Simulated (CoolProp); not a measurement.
Properties of nitrous oxide along the isobar 18 MPa.

Values from CoolProp's reference Helmholtz-energy equation of state, Lemmon 2006. It is a short technical equation, of lower accuracy than the large ones.

```
T (°C)          phase  density (kg/m³)  Joule-Thomson coefficient (K/MPa)  fugacity coefficient
------  -------------  ---------------  ---------------------------------  --------------------
8.05           liquid            956.9                            0.06019                0.2145
29.95          liquid            867.4                             0.3130                0.3084
51.85   supercritical            758.9                             0.7843                0.4097
73.75   supercritical            623.8                              1.644                0.5087
95.55   supercritical            485.9                              2.623                0.5952
117.45  supercritical            387.9                              3.109                0.6663
139.35  supercritical            326.6                              3.160                0.7239
161.25  supercritical            285.8                              3.021                0.7710
183.05  supercritical            256.6                              2.818                0.8100
204.95  supercritical            234.1                              2.600                0.8428
226.85  supercritical            216.3                              2.388                0.8704
```
